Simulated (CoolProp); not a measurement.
Vapour-liquid equilibrium of methanol (1) + water (2) at 0.256 MPa; x and y are mole fractions of (1).

The numbers come from the multi-fluid Helmholtz-energy mixture model, de Reuck 1993 and Wagner 2002; pair parameters Bell 2016 in CoolProp.

### Question
Give the bubble temperature and the first vapour's composition at x = 0.05, 0.125, 0.5. Is there an azeotrope?

### Answer
x = 0.05: 396.3 K, y = 0.176; x = 0.125: 390.4 K, y = 0.359; x = 0.5: 374.0 K, y = 0.762. No azeotrope shows between x = 0.05 and 0.95.

The pair parameters rest on a limited set of measurements; away from them the model extrapolates.
